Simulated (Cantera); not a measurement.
# Low-pressure radical oxidation in H2/O2

An isothermal, constant-pressure homogeneous reactor starts with 8.64 % H₂, 24.0 % O₂, 67.2 % N₂, 0.118 % H₂O, at 900 K and 0.975 Torr.

Detailed kinetics in Cantera: the H2/O2 subset of GRI-Mech 3.0, which has no nitrogen chemistry. Radical loss at walls, strong at low pressure, is not modelled. Below about 950 K walls govern HO2 and H2O2 in real vessels. The temperature is held fixed by assumption; the heat of reaction is taken as removed at once.

```
t (s)        x H₂   x O₂    x H₂O       x O     x HO₂    x H₂O₂      x OH
--------  -------  -----  -------  --------  --------  --------  --------
0.000100   0.0864  0.240  0.00118    <1e-12    <1e-12    <1e-12    <1e-12
0.000444   0.0864  0.240  0.00118    <1e-12    <1e-12    <1e-12    <1e-12
0.00197    0.0864  0.240  0.00118    <1e-12  1.85e-12    <1e-12    <1e-12
0.00877    0.0864  0.240  0.00118  2.13e-12  8.23e-12    <1e-12    <1e-12
0.0390     0.0864  0.240  0.00118  8.81e-11  3.76e-11    <1e-12  2.58e-11
0.173      0.0862  0.240  0.00134   3.92e-5   2.19e-7  8.55e-11   1.14e-5
0.770     0.00299  0.202   0.0693    0.0121   3.57e-7   2.76e-9  0.000850
3.42      0.00107  0.204   0.0868   0.00363   3.70e-7   5.09e-9  0.000504
15.2      3.95e-5  0.206   0.0915  0.000128   1.85e-7   7.47e-9   9.07e-5
67.5      1.21e-6  0.206   0.0916   4.10e-6   1.91e-8   2.43e-9   1.62e-5
300       1.07e-7  0.206   0.0916   3.83e-7   2.20e-9  7.34e-10   4.96e-6
```
x: mole fraction; the columns are a selection and need not sum to one.

Equilibrium at this temperature and pressure: H₂ 1.80e-11, O₂ 0.206, H₂O 0.0916, O 6.82e-11, HO₂ 2.82e-11, H₂O₂ 1.02e-12, OH 6.60e-8 (gas phase only).
